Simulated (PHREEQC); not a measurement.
Synthetic water in mg/L, 25 °C, pH 3.78, pe 9.9:

```json
[
 {"constituent": "Na", "mg/L": "22.5"},
 {"constituent": "K", "mg/L": "0.355"},
 {"constituent": "Ca", "mg/L": "21.7"},
 {"constituent": "Mg", "mg/L": "55.7"},
 {"constituent": "Cl", "mg/L": "19.8"},
 {"constituent": "S(6) as SO4", "mg/L": "389"},
 {"constituent": "Mn(2)", "mg/L": "0.106"},
 {"constituent": "Cd", "mg/L": "7.2"},
 {"constituent": "Fe(3)", "mg/L": "41.8"}
]
```

Cl is adjusted to close the charge balance.
Valence states are taken as typed.

Equilibrium calculation in PHREEQC: ion-association model, wateq4f.dat.

No solid was allowed to form.

Problem. Estimate the ionic strength.

Solution. ionic strength 0.0124 mol/kgw.

Problem. In which forms is Fe present?

Solution. Fe(OH)2+ 48 %, FeOH+2 34 %, FeSO4+ 14 %, Fe+3 1.4 %, Fe2(OH)2+4 1.2 %, Fe(SO4)2- 0.6 % of the Fe.

Saturation is exceeded, for instance for Jarosite-K, Fe(OH)3(a); the values hold only as long as no solid forms. Complexes and solids missing from the database can't appear.
